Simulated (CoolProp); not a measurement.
Vapour-liquid equilibrium of n-hexane (1) + p-xylene (2) at 183.45 °C; x and y are mole fractions of (1).

The numbers come from the multi-fluid Helmholtz-energy mixture model, Thol 2019 and Zhou 2012; pair parameters Bell 2016 in CoolProp.

```tsv
x	bubble pressure, mixture model (MPa)	bubble pressure, Raoult's law (MPa)	y, mixture model	y, Raoult's law
0.05	0.3546	0.3497	0.191	0.197
0.15	[?]	0.4581	0.428	0.452
0.25	0.5772	0.5665	[?]	0.609
0.35	0.6822	0.6749	0.668	0.715
0.45	0.7847	0.7833	0.742	0.793
0.55	0.8861	0.8918	0.801	0.851
0.65	0.9882	1.000	0.851	0.897
0.75	1.093	1.109	0.896	0.933
0.85	[?]	1.217	0.938	0.964
0.95	1.318	1.325	[?]	0.989
```

**Question.** Complete the blanks.

**Answer.** 
- 0.15, bubble pressure, mixture model (MPa): 0.4684
- 0.25, y, mixture model: 0.571
- 0.85, bubble pressure, mixture model (MPa): 1.202
- 0.95, y, mixture model: 0.979

The largest gap from Raoult's law is +2.2 % in bubble pressure, at x = 0.15. No azeotrope shows between x = 0.05 and 0.95.

The pair parameters rest on a limited set of measurements; away from them the model extrapolates. The gap from Raoult's law changes sign with composition, which may be real or a fault of the pair parameters; it wasn't checked against measurements.
